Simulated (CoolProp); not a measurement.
A single-stage vapour-compression cycle with R227EA: evaporating at 263.15 K (dew point), condensing at 317.15 K (bubble point), superheat 0 K, subcooling 0 K, compressor efficiency 0.75, no pressure losses. Each further row changes one setting.

The numbers come from the reference Helmholtz-energy equation of state, Lemmon 2016 in CoolProp.

| case | cooling COP | pressure ratio | discharge temperature (K) | refrigerating effect (kJ/kg) | volumetric capacity (kJ/m³) |
|---|---|---|---|---|---|
| as stated | 2.36 | 5.92 | 317.1 | 66.2 | 723 |
| evaporating temperature 268.15 K | 2.77 | 4.85 | 317.1 | … | 917 |
| condensing temperature 312.15 K | 2.77 | … | 312.2 | 72.4 | 791 |
| subcooling 5 K | 2.58 | 5.92 | 317.1 | 72.4 | 791 |
| superheat 10 K | 2.47 | 5.92 | … | … | 772 |
| compressor efficiency 0.65 | 2.04 | 5.92 | 317.1 | 66.2 | 723 |

### Question
Some entries are withheld; supply them.

### Answer

- evaporating temperature 268.15 K, refrigerating effect (kJ/kg): 69.4
- condensing temperature 312.15 K, pressure ratio: 5.17
- superheat 10 K, discharge temperature (K): 321.4
- superheat 10 K, refrigerating effect (kJ/kg): 74.0

The compression ends wet for: as stated; evaporating temperature 268.15 K; condensing temperature 312.15 K; subcooling 5 K; compressor efficiency 0.65.
